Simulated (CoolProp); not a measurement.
The fluid at 301.23 K and 0.0519 MPa is throttled through a valve to 0.0232 MPa with no heat exchange. The same conditions are run with several fluids, on thermodynamics alone (safety and materials aside).

Computed with CoolProp (reference Helmholtz-energy equation of state of each fluid (R365MFC: Lemmon 2016; cis-2-butene: Lemmon 2005; R143a: Lemmon and Jacobsen 2000; R1132(E): Akasaka 2024; R134a: Tillner-Roth 1994)).

```json
[
 {"fluid": "R365MFC", "temperature change (K)": "?", "final density (kg/m³)": "?"},
 {"fluid": "cis-2-butene", "temperature change (K)": "-0.9", "final density (kg/m³)": "?"},
 {"fluid": "R143a", "temperature change (K)": "?", "final density (kg/m³)": "?"},
 {"fluid": "R1132(E)", "temperature change (K)": "?", "final density (kg/m³)": "0.596"},
 {"fluid": "R134a", "temperature change (K)": "-0.6", "final density (kg/m³)": "?"}
]
```

### Question
Complete the blanks.

### Answer

- R365MFC, temperature change (K): -1.0
- R365MFC, final density (kg/m³): 1.39
- cis-2-butene, final density (kg/m³): 0.525
- R143a, temperature change (K): -0.5
- R143a, final density (kg/m³): 0.783
- R1132(E), temperature change (K): -0.4
- R134a, final density (kg/m³): 0.951
